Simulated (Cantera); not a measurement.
A closed system holds: 1 mol Al, 1.5 mol H₂O, 1.9 mol H₂, 7 mol HCl, held at 1548 K and 1.50 Torr.

Cantera equilibrium calculation (NASA polynomials, part measured and part estimated; ideal gas, pure solids and liquids). Candidate condensed phases: Al, AlCl₃, Al₂O₃, H₂O; 29 gas species. The tables' values for AlCl₂ are old estimates; treat these amounts as uncertain. The numbers say what is thermodynamically allowed, not how fast it happens.

Base state: HCl 0.670, H₂ 0.327, H₂O 0.00140, AlCl₃ 0.000848, Cl 0.000644, H 0.000394, AlCl₂ 5.77e-5, AlCl 2.56e-5 (mole fractions); condensed: Al₂O₃(s).

What changes in the equilibrium state with this change: pressure from 1.50 Torr to 10.0 Torr?


```
species          before     after
-------------  --------  --------
HCl               0.670     0.669
H₂                0.327     0.327
H₂O             0.00140   0.00199
AlCl₃          0.000848   0.00129
AlCl            2.56e-5   5.85e-6
Cl             0.000644  0.000249
H              0.000394  0.000153
AlCl₂           5.77e-5   3.39e-5
Al₂O₃(s), mol     0.495     0.493
```
